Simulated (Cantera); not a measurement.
What does this Cantera script print?

```python
import numpy as np
import cantera as ct

gas_names = """
    C CO CO2 C2 C2O C3 C3O2 C4 C5 O O2 O3 Ti TiO TiO2
""".split()
cond_names = """
    C(gr) Ti(a) Ti(b) Ti(L) TiC(s) TiC(L) TiO(a) TiO(b) TiO(L) TiO2(ru) TiO2(L) Ti2O3(a) Ti2O3(b)
    Ti2O3(L) Ti3O5(a) Ti3O5(b) Ti3O5(L) Ti4O7(s) Ti4O7(L)
""".split()


# ... load() reads the species with a 1 bar reference pressure and builds the phases ...
atoms = {
    'TiO2': {'Ti': 1, 'O': 2},
    'C': {'C': 1},
    'CO': {'C': 1, 'O': 1},
}
top_T = {'C(gr)': 4500}  # K; cautious upper limits of use, not melting points


# ... equilibrate(T, P, feed) seeds the gas with the atoms and calls Mixture.equilibrate('TP', solver="vcs", rtol=1e-11, max_steps=5000) ...
results = []
feed = {'TiO2': 1, 'C': 5.7, 'CO': 0.52}  # mol
T = 2500  # K
for P in [10, 100, 1000, 10000, 100000, 1000000]:
    mix = equilibrate(T, P, feed)
    results.append((T, P, feed, dict(zip(mix.species_names, mix.species_moles))))

top = {s: max(r[3][s] / sum(r[3][g] for g in gas_names) for r in results) for s in gas_names}
cols = sorted((s for s in top if top[s] > 0.0001), key=lambda s: -top[s])[:9]
seen = [c for c in cond_names if any(r[3].get(c, 0) > 1e-12 for r in results)]
print("log10 of partial pressures in bar; condensed amounts in mol")
print(f"{'P/Pa':>10s}" + "".join(f"{s[:9]:>10s}" for s in cols + seen))
for T, P, feed, n in results:
    ng = sum(n[g] for g in gas_names)
    print(f"{P:10.4g}" + "".join(f"{np.log10(max(n[s] / ng * P / 1e5, 1e-99)):10.3f}" for s in cols)
          + "".join(f"{n.get(c, 0):10.4g}" for c in seen))
```

Output:

```
log10 of partial pressures in bar; condensed amounts in mol
      P/Pa        CO        Ti        C3         C        C2     C(gr)    TiC(s)
        10    -4.011    -5.768    -6.304    -6.779    -7.339     2.699    0.9559
       100    -3.001    -5.768    -6.304    -6.779    -7.339       2.7    0.9957
      1000    -2.000    -5.768    -6.304    -6.779    -7.339       2.7    0.9996
     1e+04    -1.000    -5.768    -6.304    -6.779    -7.339       2.7         1
     1e+05    -0.000    -5.768    -6.304    -6.779    -7.339       2.7         1
     1e+06     1.000    -5.768    -6.304    -6.779    -7.339       2.7         1
```

Method: chemical equilibrium by Gibbs-energy minimisation in Cantera with the NASA 1993 tables (ideal gas, pure condensed phases). TiC: taken at fixed stoichiometry.
